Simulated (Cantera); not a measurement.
What does this Cantera script print?

```python
import numpy as np
import cantera as ct

gas = ct.Solution("gri30.yaml")
gas.TPX = 1375, 1000000, {'CO': 1, 'H2': 0.21, 'O2': 0.807, 'N2': 3.03, 'H2O': 0.71}
reactor = ct.IdealGasReactor(gas, energy="on", clone=False)
net = ct.ReactorNet([reactor])
net.rtol, net.atol = 1e-08, 1e-16
show = ['CO', 'H2', 'O2', 'OH', 'H2O', 'H', 'NO2']
times = np.geomspace(6e-06, 1, 11)

steps = ct.SolutionArray(gas, extra=["t"])
rows = []
print(f"{'t/s':>10s}{'T/K':>9s}{'P/Pa':>11s}" + "".join(f"{s:>11s}" for s in show))
for t in times:
    while net.time < t:
        t_next = net.step()
        steps.append(gas.state, t=t_next)
    rows.append([np.interp(t, steps.t, y) for y in (steps.T, steps.P, *steps(*show).X.T)])
    print(f"{t:10.3e}{rows[-1][0]:9.1f}{rows[-1][1]:11.4g}" + "".join(f"{x:11.3e}" for x in rows[-1][2:]))
rate = np.gradient(steps.T, steps.t)
print("integrator steps:", len(steps.t))
if steps.T.max() > steps.T[0] + 200:
    print(f"time of steepest temperature rise: {steps.t[rate.argmax()]:.4e} s")
gas.TPX = 1375, 1000000, {'CO': 1, 'H2': 0.21, 'O2': 0.807, 'N2': 3.03, 'H2O': 0.71}
gas.equilibrate("UV")
print(f"equilibrium (UV): T = {gas.T:.1f} K  " + "  ".join(f"{s} {gas[s].X[0]:.3e}" for s in show))
```

Result:

```
       t/s      T/K       P/Pa         CO         H2         O2         OH        H2O          H        NO2
 6.000e-06   1376.8  1.001e+06  1.736e-01  3.631e-02  1.400e-01  1.154e-05  1.235e-01  1.375e-05  3.955e-14
 1.997e-05   2810.1  1.873e+06  2.963e-02  4.171e-03  5.002e-02  1.516e-02  1.620e-01  1.378e-03  3.668e-07
 6.645e-05   2819.5  1.877e+06  2.814e-02  4.037e-03  4.823e-02  1.488e-02  1.625e-01  1.295e-03  3.524e-06
 2.212e-04   2810.6   1.87e+06  2.797e-02  4.028e-03  4.557e-02  1.438e-02  1.628e-01  1.256e-03  1.090e-05
 7.360e-04   2801.7  1.864e+06  2.782e-02  4.021e-03  4.298e-02  1.388e-02  1.631e-01  1.218e-03  1.777e-05
 2.449e-03   2800.7  1.863e+06  2.781e-02  4.021e-03  4.270e-02  1.383e-02  1.632e-01  1.214e-03  1.850e-05
 8.152e-03   2800.7  1.863e+06  2.781e-02  4.021e-03  4.270e-02  1.383e-02  1.632e-01  1.214e-03  1.850e-05
 2.713e-02   2800.7  1.863e+06  2.781e-02  4.021e-03  4.270e-02  1.383e-02  1.632e-01  1.214e-03  1.850e-05
 9.029e-02   2800.7  1.863e+06  2.781e-02  4.021e-03  4.270e-02  1.383e-02  1.632e-01  1.214e-03  1.850e-05
 3.005e-01   2800.7  1.863e+06  2.781e-02  4.021e-03  4.270e-02  1.383e-02  1.632e-01  1.214e-03  1.850e-05
 1.000e+00   2800.7  1.863e+06  2.781e-02  4.021e-03  4.270e-02  1.383e-02  1.632e-01  1.214e-03  1.850e-05
integrator steps: 1320
time of steepest temperature rise: 1.3727e-05 s
equilibrium (UV): T = 2800.7 K  CO 2.781e-02  H2 4.021e-03  O2 4.270e-02  OH 1.383e-02  H2O 1.632e-01  H 1.214e-03  NO2 1.850e-05
```

Computed with Cantera and GRI-Mech 3.0 (53 species, 325 reactions). The hydrogen kinetics of GRI-Mech 3.0 are dated; newer H2 mechanisms differ, most at raised pressure.
